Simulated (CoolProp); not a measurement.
Values from CoolProp's reference Helmholtz-energy equation of state, Thol 2015.

**Question.** For octamethylcyclotetrasiloxane (D4), give the phase and the Joule-Thomson coefficient (K/MPa) at 346.85 °C and 1.12 bar; 346.85 °C and 1.68 bar.

**Answer.** 
- 346.85 °C and 1.12 bar: gas; Joule-Thomson coefficient 7.28
- 346.85 °C and 1.68 bar: gas; Joule-Thomson coefficient 7.42
